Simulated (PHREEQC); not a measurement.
Solution (25 °C): 87 mmol/kgw HNO3, 0.048 mmol/kgw ZnSO4 and 31 mmol/kgw KCl. Closed to the air; pH follows from the charge balance.

All values are PHREEQC results (ion-association model, phreeqc.dat), not measurements.

### Question
The ionic strength comes out as 0.118 mol/kgw. What activity coefficients do NO3-, HSO4-, H+, SO4-2, Zn+2 get?

### Answer
NO3- 0.74, HSO4- 0.77, H+ 0.82, SO4-2 0.35, Zn+2 0.36.

This is a speciation only: nothing precipitates in the calculation. Complexes and solids missing from the database can't appear.
